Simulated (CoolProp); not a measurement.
Vapour-liquid equilibrium of R125 (1) + R1234yf (2) at 0.193 bar; x and y are mole fractions of (1).

Computed with CoolProp (multi-fluid Helmholtz-energy mixture model, Lemmon 2005 and Lemmon 2022; pair parameters Bell 2023).

```tsv
x	bubble temperature (K)	y at the bubble point	dew temperature at overall composition x (K)	liquid density (mol/L)
0.05	210.4	0.122	211.2	11.91
0.125	208.7	0.274	210.4	12.02
0.2	207.1	0.399	209.5	12.13
0.275	205.7	0.502	208.7	12.25
0.35	204.4	0.589	207.7	12.36
0.425	203.2	0.664	206.7	12.47
0.5	202.1	0.728	205.7	12.59
0.575	201.0	0.784	204.6	12.71
0.65	200.1	0.833	203.4	12.83
0.725	199.2	0.876	202.1	12.95
0.8	198.4	0.915	200.7	13.08
0.875	197.6	0.950	199.2	13.21
0.95	196.8	0.981	197.6	13.34
```

No azeotrope shows between x = 0.05 and 0.95.

The pair parameters rest on a limited set of measurements; away from them the model extrapolates.
